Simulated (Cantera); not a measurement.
**Ignition delay**

Mixture: CH₄ : CO : O₂ : N₂ = 1 : 0.15 : 4.72 : 17.7 (molar parts), equivalence ratio 0.44, at 750 Torr, adiabatic and at constant pressure. Ignition delay is the time to a rise of 400 K.

Model: GRI-Mech 3.0 (53 species, 325 reactions), integrated in Cantera.

```tsv
T0 (K)	delay (ms)
1273	10.9
1348	4.27
1423	1.86
1498	0.902
1573	0.482
1648	0.279
1723	0.172
```

```yaml
apparent activation energy between 1573 and 1723 K: 160 kJ/mol
```
